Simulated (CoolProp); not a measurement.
Vapour-liquid equilibrium of dimethyl carbonate (1) + n-heptane (2) at 82.35 °C; x and y are mole fractions of (1).

Computed with CoolProp (multi-fluid Helmholtz-energy mixture model, Zhou 2011 and Span 2003; pair parameters Bell 2016).

| x | bubble pressure, mixture model (MPa) | bubble pressure, Raoult's law (MPa) | y, mixture model | y, Raoult's law |
|---|---|---|---|---|
| 0.05 | 0.07187 | 0.06252 | 0.178 | 0.063 |
| 0.2 | 0.09089 | 0.06507 | 0.424 | 0.242 |
| 0.35 | 0.09908 | 0.06761 | 0.523 | 0.407 |
| 0.5 | 0.1020 | 0.07015 | 0.576 | 0.560 |
| 0.65 | 0.1024 | 0.07270 | 0.618 | 0.703 |
| 0.8 | 0.09995 | 0.07524 | 0.681 | 0.836 |
| 0.95 | 0.08806 | 0.07778 | 0.855 | 0.960 |

The largest gap from Raoult's law is +46.5 % in bubble pressure, at x = 0.35. y crosses x between x = 0.5 and 0.65: the model has an azeotrope there.

Pair parameters are fitted to limited data, so mixtures are less certain than the pure fluids.
